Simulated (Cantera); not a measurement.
# V₂O₃ + H₂ (hydrogen reduction and annealing atmospheres)

Charge: 1 mol V₂O₃, a varied amount of H₂, at 10.0 mbar.

Cantera equilibrium calculation (NASA polynomials, part measured and part estimated; ideal gas, pure solids and liquids). Candidate condensed phases: H₂O, V, VO, V₂O₃, V₂O₄, V₂O₅; 12 gas species. Mutual solubility and eutectic melting of coexisting phases are not modelled. VO: taken at fixed stoichiometry. Condensed phases not in the tables: the oxides between V₂O₃ and V₂O₅ other than VO₂. The numbers say what is thermodynamically allowed, not how fast it happens.

Stable condensed phases:

```
T in K \ n(H₂) in mol
          4.6  9.1   18   36   71  140  280  560 1100
   1598     A    A    A    A    A    A    B    B    B
   1548     A    A    A    A    A    A    B    B    B
   1498     A    A    A    A    A    A    B    B    B
   1448     A    A    A    A    A    A    A    B    B
   1398     A    A    A    A    A    A    A    B    B
   1348     A    A    A    A    A    A    A    A    B
   1298     A    A    A    A    A    A    A    A    B
   1248     A    A    A    A    A    A    A    A    A
   1198     A    A    A    A    A    A    A    A    A
   1148     A    A    A    A    A    A    A    A    A
   1098     A    A    A    A    A    A    A    A    A
   1048     A    A    A    A    A    A    A    A    A
```

A: VO + V₂O₃; B: VO.
